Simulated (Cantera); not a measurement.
A freely propagating, adiabatic, planar premixed flame of 12.0 % CH4, 21.8 % O2, 63.2 % N2, 3.00 % CO2, equivalence ratio 1.1, unburnt at 323 K and 2250 Torr; mixture-averaged transport, grid criteria slope 0.08 and curve 0.16, no radiation.

Computed with Cantera and GRI-Mech 3.0 (53 species, 325 reactions). Burning velocities carry a grid error of a few per cent, more on coarse grids.

### Question
Predict: laminar burning velocity; thermal thickness; peak x(HCO); peak x(CH2CO); peak x(HCN).

### Answer
```json
{
  "laminar_burning_velocity": "39.4 cm/s",
  "thermal_thickness": "0.155 mm",
  "peak x(HCO)": "3.94e-5",
  "peak x(CH2CO)": "0.000229",
  "peak x(HCN)": "8.14e-6"
}
```
